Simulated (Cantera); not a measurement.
Charge: 1 mol SiH2Cl2, 0.25 mol H2O, 8 mol N2, held at 1330 Pa.

These are equilibrium values from Cantera (NASA tables, ideal gas, pure condensed phases), not measurements of a reactor. Candidate condensed phases: H2O, NH4Cl, Si, SiO2, Si2N2O, Si3N4; 47 gas species. N2 is the only nitrogen source here; it is nearly inert below about 1500 K, so the nitride shown seldom forms there in practice. Mutual solubility and eutectic melting of coexisting phases are not modelled. Kinetics and transport are ignored.

Over these rows the condensed part is Si2N2O(s) + Si3N4(s). Partial pressures as log10 of bar:

```csv
T (K),1000/T (1/K),log p SiCl2,log p N2,log p HCl,log p H2,log p SiCl4
850,1.1765,-10.46,-1.98,-2.73,-3.09,-3.64
900,1.1111,-9.51,-1.98,-2.72,-3.11,-3.67
950,1.0526,?,-1.98,-2.71,-3.12,-3.69
1000,1.0000,-7.90,-1.98,-2.70,-3.14,-3.72
1050,0.9524,-7.21,-1.98,-2.69,-3.15,-3.74
1100,0.9091,-6.59,-1.98,-2.68,-3.16,-3.77
```

Task: Fit log p(SiCl2) = a + b·(1000/T) to the five rows, give the apparent enthalpy, and predict the row at 950 K.

Result: Means: 1000/T = 1.0298, log p = -8.334. Sxy = -0.717925, Sxx = 0.0495779, so b = -14.48 and a = -8.334 − (-14.48)×1.0298 = 6.58.
Apparent enthalpy: −19.145 × (-14.48) = 277 kJ/mol. With the condensed phases at unit activity, 1/6 Si3N4(s) + 1/2 SiCl4(g) = SiCl2(g) + 1/3 N2(g) links this pressure to the main gases: over the six rows their terms move log p by -0.06 in all, so the slope is close to that reaction's ΔH°. The five rows lie within 0.01 of the line.
Prediction at 950 K: 6.58 + (-14.48)×1.0526 = -8.66. The computed value is -8.66, 0.00 from the line.
